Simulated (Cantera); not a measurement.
An isothermal, constant-pressure homogeneous reactor starts with 3.84 % C2H4, 95.9 % H2, 0.219 % H2O, at 1575 K and 100000 Pa.

Model: GRI-Mech 3.0 (53 species, 325 reactions), integrated in Cantera. GRI-Mech 3.0 was tuned for natural gas; its chemistry of ethylene as a main component is partial and can be far from experiment. GRI-Mech 3.0 stops at C3 and has no aromatics, soot or wall deposition, so with more carbon than oxygen in the feed, carbon stays in small species such as C2H2 where larger ones or solid carbon would form.

x: mole fraction; the columns are a selection and need not sum to one.

| t (s) | x C2H4 | x H2 | x C2H2 | x CH4 | x C2H | x CH2 |
|---|---|---|---|---|---|---|
| 7.00e-5 | 0.0382 | 0.959 | 0.000130 | 4.52e-8 | <1e-12 | 9.64e-12 |
| 0.000199 | 0.0380 | 0.959 | 0.000406 | 1.04e-6 | 3.69e-12 | 3.62e-11 |
| 0.000568 | 0.0363 | 0.959 | 0.00192 | 3.83e-5 | 1.63e-10 | 3.31e-10 |
| 0.00162 | 0.0224 | 0.959 | 0.0148 | 0.000963 | ___ | 8.73e-10 |
| 0.00461 | 0.00715 | 0.959 | 0.0289 | 0.00238 | 7.07e-9 | 5.33e-10 |
| 0.0131 | 0.00404 | 0.959 | 0.0314 | 0.00363 | 6.66e-9 | 4.78e-10 |
| 0.0374 | 0.00387 | 0.957 | 0.0303 | 0.00627 | ___ | 5.99e-10 |
| 0.107 | 0.00355 | 0.954 | 0.0278 | 0.0123 | ___ | 7.94e-10 |
| 0.304 | 0.00294 | 0.948 | 0.0230 | 0.0238 | ___ | 1.08e-9 |
| 0.865 | 0.00220 | 0.940 | 0.0171 | 0.0381 | ___ | 1.39e-9 |
| 2.46 | 0.00193 | 0.938 | 0.0149 | 0.0433 | 1.89e-9 | 1.50e-9 |
| 7.02 | 0.00192 | 0.938 | 0.0148 | 0.0434 | 1.87e-9 | 1.50e-9 |
| 20.0 | 0.00190 | 0.938 | 0.0147 | 0.0432 | 1.86e-9 | 1.49e-9 |

**Question.** What belongs in the gaps?

**Answer.** 
- 0.00162, x C2H: 4.04e-9
- 0.0374, x C2H: 5.78e-9
- 0.107, x C2H: 4.57e-9
- 0.304, x C2H: 3.27e-9
- 0.865, x C2H: 2.22e-9
